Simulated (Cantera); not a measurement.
Feed: 1 mol Si, 0.2 mol O2, 1.9 mol H2, held at 170 Pa.

Cantera equilibrium calculation (NASA polynomials, part measured and part estimated; ideal gas, pure solids and liquids). Candidate condensed phases: H2O, Si, SiO2; 18 gas species. Gases not in the tables: Si2H6 and higher silanes. Rates play no part.

Task: Which condensed phases are stable at each of these points (T (K)): 1475, 1550, 1625, 1700, 1775, 1850, 1925, 2000?

Result: 
| T (K) | condensed phases | Si condensed (%) |
|---|---|---|
| 1475 | Si(s) | 60.0 |
| 1550 | Si(s) | 60.0 |
| 1625 | Si(s) | 60.0 |
| 1700 | Si(l) | 59.9 |
| 1775 | Si(l) | 59.7 |
| 1850 | Si(l) | 59.1 |
| 1925 | Si(l) | 57.5 |
| 2000 | Si(l) | 53.5 |

From 1475 K to 1625 K the condensed part is Si(s). From 1700 K to 2000 K the condensed part is Si(l).
